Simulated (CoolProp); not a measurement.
Vapour pressure (bar) of n-dodecane: the reference equation beside estimates from Tc = 385.0 °C, pc = 18.18 bar, ω = 0.574.

The numbers come from the reference Helmholtz-energy equation of state, Lemmon 2004 in CoolProp. It is a short technical equation, of lower accuracy than the large ones.

| T (°C) | reference | van der Waals | Redlich-Kwong | Soave-Redlich-Kwong | Peng-Robinson |
|---|---|---|---|---|---|
| 230.25 | 1.397 | 5.644 | 3.221 | 1.414 | 1.415 |
| 232.65 | 1.473 | 5.774 | 3.338 | 1.492 | 1.492 |
| 235.05 | 1.552 | 5.905 | 3.458 | 1.574 | 1.572 |
| 237.35 | 1.631 | 6.033 | 3.575 | 1.655 | 1.652 |
| 239.75 | 1.717 | 6.168 | 3.701 | 1.743 | [?] |
| 242.15 | 1.806 | 6.305 | [?] | 1.834 | 1.829 |
| 244.45 | 1.895 | 6.438 | 3.956 | 1.926 | 1.919 |
| 246.85 | 1.991 | 6.578 | [?] | 2.025 | 2.017 |
| 249.25 | 2.092 | 6.721 | 4.228 | 2.128 | 2.118 |
| 251.65 | 2.196 | [?] | 4.369 | 2.234 | 2.224 |
| 253.95 | 2.299 | 7.006 | [?] | [?] | 2.329 |
| 256.35 | 2.411 | 7.154 | 4.655 | 2.456 | 2.442 |
| 258.75 | 2.527 | 7.305 | 4.806 | 2.576 | 2.560 |
| 261.05 | 2.642 | 7.451 | 4.953 | 2.694 | [?] |

Question: Some entries are withheld; supply them.

Answer: 
- 239.75, Peng-Robinson: 1.739
- 242.15, Redlich-Kwong: 3.830
- 246.85, Redlich-Kwong: 4.090
- 251.65, van der Waals: 6.866
- 253.95, Redlich-Kwong: 4.508
- 253.95, Soave-Redlich-Kwong: 2.341
- 261.05, Peng-Robinson: 2.677

Absolute difference from the reference over all 14 rows, mean and median: van der Waals 238.0 and 235.1 %, Redlich-Kwong 107.8 and 107.1 %, Soave-Redlich-Kwong 1.6 and 1.7 %, Peng-Robinson 1.3 and 1.3 %.
